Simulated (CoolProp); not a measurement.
The numbers come from the reference Helmholtz-energy equation of state, Tillner-Roth 1997 in CoolProp.

Q: Give the vapour pressure (bar), liquid density (kg/m³), enthalpy of vaporisation (kJ/kg), vapour Z of saturated CH2F2 (R32) at 266.3, 276 K.

A: 
```tsv
T (K)	p (bar)	liquid density (kg/m³)	enthalpy of vaporisation (kJ/kg)	vapour Z
266.3	6.49	1080	326	0.864
276	8.90	1050	311	0.834
```
